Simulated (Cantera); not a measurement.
**C3H6 + CO2 + H2 (carbon deposition, reforming and gasification)**

Input: 1 mol C3H6, a varied amount of CO2, 3.1 mol H2, held at 848 K and 12.8 Torr.

Method: chemical equilibrium by Gibbs-energy minimisation in Cantera with the NASA 1993 tables (ideal gas, pure condensed phases). Candidate condensed phases: C, C6H6, C7H8, C8H18, H2O; 110 gas species. Equilibrium is a limit: real reactors are often held back by kinetics, nucleation or transport.

From 0.091 mol CO2 to 2.3 mol CO2 the condensed part is C(graphite). The main C-bearing gas is CO throughout. The share of C in condensed phases is highest at 0.091 mol CO2 (92.8 %) and lowest at 2.3 mol CO2 (25.9 %).

```json
[
 {"n(CO2) (mol)": "0.091", "x H2": "0.961", "x CO": "0.0257", "x CO2": "0.000257", "x H2O": "0.00310", "x CH4": "0.0101", "x C2H4": "4.00e-9", "x C2H6": "3.88e-9", "n C(graphite)": "2.87"},
 {"n(CO2) (mol)": "0.14", "x H2": "0.946", "x CO": "0.0388", "x CO2": "0.000583", "x H2O": "0.00460", "x CH4": "0.00975", "x C2H4": "3.88e-9", "x C2H6": "3.71e-9", "n C(graphite)": "2.83"},
 {"n(CO2) (mol)": "0.23", "x H2": "0.921", "x CO": "0.0614", "x CO2": "0.00146", "x H2O": "0.00709", "x CH4": "0.00923", "x C2H4": "3.67e-9", "x C2H6": "3.42e-9", "n C(graphite)": "2.77"},
 {"n(CO2) (mol)": "0.36", "x H2": "0.887", "x CO": "0.0913", "x CO2": "0.00323", "x H2O": "0.0102", "x CH4": "0.00856", "x C2H4": "3.40e-9", "x C2H6": "3.05e-9", "n C(graphite)": "2.67"},
 {"n(CO2) (mol)": "0.58", "x H2": "0.835", "x CO": "0.136", "x CO2": "0.00716", "x H2O": "0.0142", "x CH4": "0.00760", "x C2H4": "3.02e-9", "x C2H6": "2.55e-9", "n C(graphite)": "2.52"},
 {"n(CO2) (mol)": "0.92", "x H2": "0.767", "x CO": "0.193", "x CO2": "0.0145", "x H2O": "0.0186", "x CH4": "0.00641", "x C2H4": "2.55e-9", "x C2H6": "1.97e-9", "n C(graphite)": "2.28"},
 {"n(CO2) (mol)": "1.5", "x H2": "0.675", "x CO": "0.269", "x CO2": "0.0281", "x H2O": "0.0228", "x CH4": "0.00496", "x C2H4": "1.97e-9", "x C2H6": "1.35e-9", "n C(graphite)": "1.90"},
 {"n(CO2) (mol)": "2.3", "x H2": "0.580", "x CO": "0.345", "x CO2": "0.0461", "x H2O": "0.0251", "x CH4": "0.00367", "x C2H4": "1.46e-9", "x C2H6": "8.55e-10", "n C(graphite)": "1.37"}
]
```
x: gas mole fraction; n: condensed amount in mol.
